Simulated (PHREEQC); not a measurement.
0.35 g of hydrous ferric oxide (600 m²/g; 0.2 weak and 0.005 strong sites per Fe, Dzombak-Morel constants, diffuse double layer) in 1 kg of water with 0.005 mol/kgw of an inert sodium salt and 3.8e-06 mol Na2HAsO4 and 0.00018 mol PbCl2, at 25 °C; the pH is set by adding NaOH or the inert anion's acid. O2 is buffered at 0.21 atm. No CO2 enters from the air. Nothing may precipitate in this run.

The series has 13 steps of pH, from 4 to 12.

The numbers come from PHREEQC with the ion-association model, wateq4f.dat.

Task: Near which pH is half of the As sorbed, and on which side is more sorbed?

Result: Near pH 10.9, with more sorbed at lower pH.

Task: Near which pH is half of the Pb sorbed, and on which side is more sorbed?

Result: Near pH 5.5, with more sorbed at higher pH.

Task: At which pH does the surface charge pass through zero?

Result: Near pH 8.6.

The database has no arsenate complexes of Pb.
